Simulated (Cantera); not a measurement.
# Adiabatic ignition

An adiabatic, constant-volume homogeneous reactor starts with 6.88 % CH₄, 0.567 % CO, 19.4 % O₂, 73.1 % N₂, at 1348 K and 240000 Pa.

Cantera simulation using GRI-Mech 3.0 (53 species, 325 reactions); the numbers are that mechanism's predictions, not measurements.

```
t (s)     T (K)  P (bar)   x CH₄     x CO    x O₂    x C₂H₆     x CH₂    x CO₂       x O
--------  -----  -------  ------  -------  ------  --------  --------  -------  --------
7.00e-6    1348     2.40  0.0688  0.00567   0.194  6.24e-12    <1e-12  8.66e-9  6.50e-10
2.34e-5    1348     2.40  0.0688  0.00567   0.194  2.76e-10    <1e-12  3.80e-8   1.03e-9
7.80e-5    1348     2.40  0.0688  0.00567   0.194   1.70e-8    <1e-12  2.15e-7   2.94e-9
0.000260   1348     2.40  0.0687  0.00567   0.194   1.88e-6  7.84e-12  1.36e-6   1.56e-8
0.000868   1350     2.40  0.0684  0.00568   0.194   7.36e-5  6.86e-11  9.57e-6   5.17e-8
0.00290    2794     5.06  <1e-12   0.0163  0.0540    <1e-12    <1e-12   0.0569   0.00553
0.00967    2778     5.03  <1e-12   0.0160  0.0493    <1e-12    <1e-12   0.0572   0.00496
0.0323     2778     5.03  <1e-12   0.0160  0.0493    <1e-12    <1e-12   0.0572   0.00496
0.108      2778     5.03  <1e-12   0.0160  0.0493    <1e-12    <1e-12   0.0572   0.00496
0.359      2778     5.03  <1e-12   0.0160  0.0493    <1e-12    <1e-12   0.0572   0.00496
1.20       2778     5.03  <1e-12   0.0160  0.0493    <1e-12    <1e-12   0.0572   0.00496
4.00       2778     5.03  <1e-12   0.0160  0.0493    <1e-12    <1e-12   0.0572   0.00496
```
x: mole fraction; the columns are a selection and need not sum to one.

| Property | Result |
|---|---|
| time of steepest temperature rise | 2.65 ms |
| temperature at 4.00 s | 2778 K |
| equilibrium temperature | 2778 K |
| x(CH₄) at 4.00 s | <1e-12 (gas-phase equilibrium <1e-12) |
| x(CO) at 4.00 s | 0.0160 (gas-phase equilibrium 0.0160) |
| x(O₂) at 4.00 s | 0.0493 (gas-phase equilibrium 0.0493) |
